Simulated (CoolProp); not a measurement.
Saturated liquid density (kg/m³) of benzene: the reference equation beside estimates from Tc = 288.9 °C, pc = 4.906 MPa, ω = 0.211. Rackett uses Z = 0.29056 − 0.08775 ω.

Computed with CoolProp (reference Helmholtz-energy equation of state, Thol 2012).

```json
[
 {"T (°C)": "145.25", "reference": "735.5", "Rackett": "727.9", "Soave-Redlich-Kwong": "668.0"},
 {"T (°C)": "155.15", "reference": "___", "Rackett": "715.0", "Soave-Redlich-Kwong": "___"},
 {"T (°C)": "165.05", "reference": "709.3", "Rackett": "701.7", "Soave-Redlich-Kwong": "639.2"},
 {"T (°C)": "174.95", "reference": "695.4", "Rackett": "687.9", "Soave-Redlich-Kwong": "623.6"},
 {"T (°C)": "184.85", "reference": "681.0", "Rackett": "___", "Soave-Redlich-Kwong": "607.1"},
 {"T (°C)": "194.75", "reference": "666.0", "Rackett": "658.4", "Soave-Redlich-Kwong": "589.6"},
 {"T (°C)": "204.65", "reference": "650.1", "Rackett": "642.6", "Soave-Redlich-Kwong": "571.0"},
 {"T (°C)": "214.65", "reference": "633.0", "Rackett": "625.5", "Soave-Redlich-Kwong": "550.7"},
 {"T (°C)": "224.55", "reference": "614.9", "Rackett": "607.5", "Soave-Redlich-Kwong": "529.1"},
 {"T (°C)": "234.45", "reference": "595.1", "Rackett": "588.0", "Soave-Redlich-Kwong": "505.6"}
]
```

Q: What belongs in the gaps?

A: 
- 155.15, reference: 722.6
- 155.15, Soave-Redlich-Kwong: 654.0
- 184.85, Rackett: 673.5

Absolute difference from the reference over all 10 rows, mean and median: Rackett 1.1 and 1.1 %, Soave-Redlich-Kwong 11.5 and 11.2 %.
